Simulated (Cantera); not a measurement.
Cantera run:

```python
import numpy as np
import cantera as ct

gas_names = """
    Cu CuO Cu2 H HO2 H2 H2O H2O2 O OH O2 O3
""".split()
cond_names = """
    Cu(cr) Cu(L) CuO(s) CuO2H2(s) Cu2O(s) Cu2O(L) H2O(s) H2O(L)
""".split()


# ... load() reads the species with a 1 bar reference pressure and builds the phases ...
atoms = {
    'Cu2O': {'Cu': 2, 'O': 1},
    'H2': {'H': 2},
}
top_T = {'CuO(s)': 1390}  # K; cautious upper limits of use, not melting points


# ... equilibrate(T, P, feed) seeds the gas with the atoms and calls Mixture.equilibrate('TP', solver="vcs", rtol=1e-11, max_steps=5000) ...
results = []
feed = {'Cu2O': 1, 'H2': 57}  # mol
P = 101325  # Pa
for T in [825, 925, 1025, 1125, 1225, 1325, 1425, 1525]:
    mix = equilibrate(T, P, feed)
    results.append((T, P, feed, dict(zip(mix.species_names, mix.species_moles))))

top = {s: max(r[3][s] / sum(r[3][g] for g in gas_names) for r in results) for s in gas_names}
cols = sorted((s for s in top if top[s] > 1e-05), key=lambda s: -top[s])[:6]
seen = [c for c in cond_names if any(r[3].get(c, 0) > 1e-12 for r in results)]
print("log10 of partial pressures in bar; condensed amounts in mol")
print(f"{'T/K':>10s}" + "".join(f"{s[:9]:>10s}" for s in cols + seen))
for T, P, feed, n in results:
    ng = sum(n[g] for g in gas_names)
    print(f"{T:10.4g}" + "".join(f"{np.log10(max(n[s] / ng * P / 1e5, 1e-99)):10.3f}" for s in cols)
          + "".join(f"{n.get(c, 0):10.4g}" for c in seen))
```

Result:

```
log10 of partial pressures in bar; condensed amounts in mol
       T/K        H2       H2O         H        Cu    Cu(cr)     Cu(L)
       825    -0.002    -1.750   -11.102   -14.509         2         0
       925    -0.002    -1.750    -9.585   -12.220         2         0
      1025    -0.002    -1.750    -8.362   -10.382         2         0
      1125    -0.002    -1.750    -7.353    -8.874         2         0
      1225    -0.002    -1.750    -6.507    -7.616         2         0
      1325    -0.002    -1.750    -5.787    -6.552         2         0
      1425    -0.002    -1.750    -5.167    -5.663         0         2
      1525    -0.002    -1.750    -4.627    -4.905         0     1.999
```

Method: chemical equilibrium by Gibbs-energy minimisation in Cantera with the NASA 1993 tables (ideal gas, pure condensed phases).
